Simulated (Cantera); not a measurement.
Feed: 1 mol Fe₂O₃, 0.1 mol HCl, 0.74 mol H₂, at 1623 K and 12.8 Torr.

These are equilibrium values from Cantera (NASA tables, ideal gas, pure condensed phases), not measurements of a reactor. Mutual solubility and eutectic melting of coexisting phases are not modelled. The tables' stoichiometric FeO is somewhat more stable than real wüstite, so its field is too wide. FeO: taken at fixed stoichiometry. Kinetics and transport are ignored.

```csv
species,before,after
H₂O,0.873,0.806
HCl,0.107,0.118
H₂,0.0137,0.0750
FeCl₂,0.00565,0.000442
OH,0.000165,<1e-9
Cl,0.000383,3.37e-9
H,6.21e-5,2.27e-9
O₂,1.78e-5,<1e-9
Fe(OH)₂,4.01e-5,4.95e-9
"FeO(s), mol",1.18,1.03
"Fe₃O₄(s), mol",0.271,0.323
```
Gas species are given as mole fractions.

Q: Name the change that produced these shifts.
(A) temperature from 1623 K to 973 K
(B) H₂ from 0.74 to 2.1 mol
(C) temperature from 1623 K to 1298.15 K
(D) 0.29 mol O₂ added

A: A, temperature from 1623 K to 973 K
